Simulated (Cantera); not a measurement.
A perfectly stirred reactor is fed with CH4 : C2H6 : O2 : N2 = 1 : 0.52 : 4.55 : 17.1 (molar parts), at 1.50 bar; it is adiabatic with a 300 K inlet, and is followed from long to short residence time, starting on the burning branch (τ in s: 0.13, 0.06, 0.027, 0.013, 0.0058, 0.0026, 0.0012, 0.00056, 0.00026, 0.00012, 5.4e-05, 2.5e-05, 1.1e-05).

Detailed kinetics in Cantera: GRI-Mech 3.0 (53 species, 325 reactions).

Problem. What does this change do: N2 17.1 to 12 parts?

Solution. 
```tsv
quantity	before	after
blow-out, bracketed by the residence times tried	burning at 0.120 ms, out at 54.0 µs	burning at 54.0 µs, out at 25.0 µs
x(CH4) at τ = 0.130 s	1.80e-6	4.74e-7
x(C2H6) at τ = 0.130 s	1.27e-7	3.06e-8
x(O2) at τ = 0.130 s	0.0311	0.0394
x(HCN) at τ = 0.130 s	7.19e-8	8.94e-8
x(CO2) at τ = 0.130 s	0.0855	0.102
x(CH4) at τ = 1.20 ms	5.20e-5	2.87e-5
x(C2H6) at τ = 1.20 ms	6.50e-6	2.92e-6
x(O2) at τ = 1.20 ms	0.0362	0.0463
x(HCN) at τ = 1.20 ms	2.57e-7	3.47e-7
x(CO2) at τ = 1.20 ms	0.0753	0.0928
```

Problem. What does this change do: O2 4.55 to 3.6 parts?

Solution. 
```csv
quantity,before,after
"blow-out, bracketed by the residence times tried","burning at 0.120 ms, out at 54.0 µs","burning at 0.260 ms, out at 0.120 ms"
x(CH4) at τ = 0.130 s,1.80e-6,4.56e-6
x(C2H6) at τ = 0.130 s,1.27e-7,2.08e-7
x(O2) at τ = 0.130 s,0.0311,0.000800
x(HCN) at τ = 0.130 s,7.19e-8,7.99e-7
x(CO2) at τ = 0.130 s,0.0855,0.0746
x(CH4) at τ = 1.20 ms,5.20e-5,7.93e-5
x(C2H6) at τ = 1.20 ms,6.50e-6,8.81e-6
x(O2) at τ = 1.20 ms,0.0362,0.00737
x(HCN) at τ = 1.20 ms,2.57e-7,3.19e-6
x(CO2) at τ = 1.20 ms,0.0753,0.0651
```
